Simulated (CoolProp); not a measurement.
Saturation properties of CH2F2 (R32).

Computed with CoolProp (reference Helmholtz-energy equation of state, Tillner-Roth 1997).

```json
[
 {"T (°C)": "-98.75", "p (MPa)": "0.004264", "liquid density (kg/m³)": "1336", "liquid conductivity (mW/(m K))": "224"},
 {"T (°C)": "-91.45", "p (MPa)": "0.007900", "liquid density (kg/m³)": "1318", "liquid conductivity (mW/(m K))": "219"},
 {"T (°C)": "-84.15", "p (MPa)": "0.01385", "liquid density (kg/m³)": "1299", "liquid conductivity (mW/(m K))": "215"},
 {"T (°C)": "-76.85", "p (MPa)": "0.02315", "liquid density (kg/m³)": "1280", "liquid conductivity (mW/(m K))": "210"},
 {"T (°C)": "-69.55", "p (MPa)": "0.03709", "liquid density (kg/m³)": "1261", "liquid conductivity (mW/(m K))": "206"},
 {"T (°C)": "-62.25", "p (MPa)": "0.05722", "liquid density (kg/m³)": "1242", "liquid conductivity (mW/(m K))": "201"},
 {"T (°C)": "-54.95", "p (MPa)": "0.08540", "liquid density (kg/m³)": "1222", "liquid conductivity (mW/(m K))": "196"},
 {"T (°C)": "-47.65", "p (MPa)": "0.1237", "liquid density (kg/m³)": "1202", "liquid conductivity (mW/(m K))": "191"},
 {"T (°C)": "-40.35", "p (MPa)": "0.1746", "liquid density (kg/m³)": "1181", "liquid conductivity (mW/(m K))": "185"},
 {"T (°C)": "-33.05", "p (MPa)": "0.2407", "liquid density (kg/m³)": "1160", "liquid conductivity (mW/(m K))": "180"},
 {"T (°C)": "-25.75", "p (MPa)": "0.3248", "liquid density (kg/m³)": "1138", "liquid conductivity (mW/(m K))": "175"},
 {"T (°C)": "-18.35", "p (MPa)": "0.4316", "liquid density (kg/m³)": "1115", "liquid conductivity (mW/(m K))": "169"},
 {"T (°C)": "-11.05", "p (MPa)": "0.5617", "liquid density (kg/m³)": "1092", "liquid conductivity (mW/(m K))": "163"}
]
```

It boils at -51.7 °C under 1 atm.

Thermal conductivity comes from a separate model (Huber 2003), an estimate that may be off by 10 % or more.
